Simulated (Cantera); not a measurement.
Input: 1 mol Fe₃O₄, 0.46 mol Cl₂, 0.29 mol N₂, at 700 K and 1130 Torr.

Method: chemical equilibrium by Gibbs-energy minimisation in Cantera with the NASA 1993 tables (ideal gas, pure condensed phases). Candidate condensed phases: Fe, FeCl₂, FeCl₃, FeO, Fe₂O₃, Fe₃O₄; 19 gas species. Condensed phases not in the tables: FeOCl. Kinetics and transport are ignored.

### Question
What is the equilibrium state?

### Answer
```
Quantity                              Result
--------------------------------  ----------
x(N₂)                                  0.693
x(Fe₂Cl₆)                              0.292
x(FeCl₃)                             0.00877
x(Cl₂)                               0.00672
x(FeCl₂)                             1.03e-6
n(FeCl₂(s))                       0.0856 mol
n(Fe₂O₃(s))                         1.33 mol
gas amount                        0.4185 mol
log10 activity of Fe(α) (absent)      -16.83
```
